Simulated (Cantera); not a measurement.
A closed system holds: 1 mol SiHCl₃, 45 mol NH₃, 21 mol H₂, at 1300 °C and 11.0 Pa.

Method: chemical equilibrium by Gibbs-energy minimisation in Cantera with the NASA 1993 tables (ideal gas, pure condensed phases). Candidate condensed phases: NH₄Cl, Si, Si₃N₄; 28 gas species. The tables' values for SiCl are old estimates; treat these amounts as uncertain. The numbers say what is thermodynamically allowed, not how fast it happens.

Base state: H₂ 0.773, N₂ 0.199, HCl 0.0221, H 0.00341, SiCl₂ 0.00214, Si 0.000501, Cl 7.75e-5, SiCl 5.32e-5 (mole fractions); condensed: Si(s).

Question: What changes in the equilibrium state with this change: temperature from 1300 °C to 750 °C?

Answer: 
```csv
species,before,after
H₂,0.773,0.779
N₂,0.199,0.194
HCl,0.0221,0.0267
SiCl₂,0.00214,2.68e-7
Si,0.000501,<1e-9
SiCl,5.32e-5,<1e-9
SiH,1.11e-5,<1e-9
"Si(s), mol",0.692,0
"Si₃N₄(s), mol",0,0.333
```

Question: What changes in the equilibrium state with this change: temperature from 1300 °C to 600 °C?

Answer: 
| species | before | after |
|---|---|---|
| H₂ | 0.773 | 0.779 |
| N₂ | 0.199 | 0.194 |
| HCl | 0.0221 | 0.0267 |
| SiCl₂ | 0.00214 | 1.24e-9 |
| H | 0.00341 | 3.94e-9 |
| Si | 0.000501 | <1e-9 |
| Si(s), mol | 0.692 | 0 |
| Si₃N₄(s), mol | 0 | 0.333 |

Question: What changes in the equilibrium state with this change: 0.79 mol HCl added?

Answer: 
| species | before | after |
|---|---|---|
| H₂ | 0.773 | 0.769 |
| N₂ | 0.199 | 0.197 |
| HCl | 0.0221 | 0.0268 |
| SiCl₂ | 0.00214 | 0.00315 |
| Cl | 7.75e-5 | 9.42e-5 |
| SiCl | 5.32e-5 | 6.47e-5 |
| H | 0.00341 | 0.00340 |
| Si(s), mol | 0.692 | 0.573 |
